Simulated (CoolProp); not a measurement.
The fluid at 293.15 K and 0.431 MPa expands adiabatically to 0.0389 MPa with isentropic efficiency 0.85. The same conditions are run with several fluids, on thermodynamics alone (safety and materials aside).

Computed with CoolProp (reference Helmholtz-energy equation of state of each fluid (ammonia: Gao 2020; CH2F2 (R32): Tillner-Roth 1997; CF4 (R14): Platzer 1990; carbon monoxide: Lemmon 2006; normal hydrogen: Leachman 2009)). The equations of Platzer and Polt are older, rougher fits.

```tsv
fluid	work (kJ/kg)	final temperature (K)	final phase	final density (kg/m³)
ammonia	229	222.4	two-phase, vapour fraction 0.925	0.393
CH2F2 (R32)	73.1	204.4	two-phase, vapour fraction 0.969	1.26
CF4 (R14)	47.0	215.7	gas	1.92
carbon monoxide	128	168.9	gas	0.777
normal hydrogen	1770	165.1	gas	0.0571
```
